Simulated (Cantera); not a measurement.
A closed system holds: 1 mol PbO, 120 mol H2, 1.8 mol H2O, at 2050 K and 840000 Pa.

These are equilibrium values from Cantera (NASA tables, ideal gas, pure condensed phases), not measurements of a reactor. Candidate condensed phases: H2O, Pb, PbO, PbO2, Pb3O4; 12 gas species. The numbers say what is thermodynamically allowed, not how fast it happens.

Base state: H2 0.968, H2O 0.0228, Pb 0.00813, H 0.000770 (mole fractions); condensed: gas only.

Question: What changes in the equilibrium state with this change: pressure from 840000 Pa to 51.0 Pa?

Answer: 
```csv
species,before,after
H2,0.968,0.876
H,0.000770,0.0940
H2O,0.0228,0.0215
Pb,0.00813,0.00776
O,1.14e-9,1.95e-5
OH,1.98e-6,0.000252
```

Question: What changes in the equilibrium state with this change: PbO replaced by CuO?

Answer: 
```tsv
species	before	after
H2	0.968	0.975
H2O	0.0228	0.0230
Cu	0	0.000806
Pb	0.00813	0
H	0.000770	0.000773
Cu(l), mol	0	0.901
```
Further candidate phases: Cu, CuO, Cu(OH)2, Cu2O.
